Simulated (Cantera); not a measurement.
**Thermodynamics of aluminium nitride and oxide growth, feed AlCl3 + O2 + H2 + N2**

Feed: 1 mol AlCl3, 0.37 mol O2, 86 mol H2, 8.6 mol N2, held at 0.210 bar.

These are equilibrium values from Cantera (NASA tables, ideal gas, pure condensed phases), not measurements of a reactor. Candidate condensed phases: Al, AlCl3, AlN, Al2O3, H2O, NH4Cl; 45 gas species. Mutual solubility and eutectic melting of coexisting phases are not modelled. The tables' values for AlCl2, AlOH are old estimates; treat these amounts as uncertain. Condensed phases not in the tables: aluminium oxynitride. Kinetics and transport are ignored.

From 1400 K to 1600 K the condensed part is AlN(s) + Al2O3(s). From 1700 K to 2100 K the condensed part is Al2O3(s). The main Al-bearing gas is AlCl3 at 1400 K and AlCl at 2100 K. The share of Al in condensed phases is highest at 1400 K (85.8 %) and lowest at 2100 K (41.4 %).

```
T (K)   x H2    x N2   x HCl       x H    x AlCl  n AlN(s)  n Al2O3(s)
-----  -----  ------  ------  --------  --------  --------  ----------
1400   0.884  0.0878  0.0270   9.98e-6   4.17e-5     0.365       0.247
1500   0.884  0.0880  0.0264   3.61e-5  0.000301     0.324       0.246
1600   0.883  0.0886  0.0248  0.000111   0.00161     0.179       0.246
1700   0.881  0.0893  0.0239  0.000302   0.00388         0       0.246
1800   0.880  0.0893  0.0248  0.000733   0.00453         0       0.244
1900   0.878  0.0892  0.0252   0.00162   0.00492         0       0.240
2000   0.876  0.0891  0.0251   0.00332   0.00527         0       0.230
2100   0.873  0.0889  0.0247   0.00635   0.00577         0       0.207
```
x: gas mole fraction; n: condensed amount in mol.
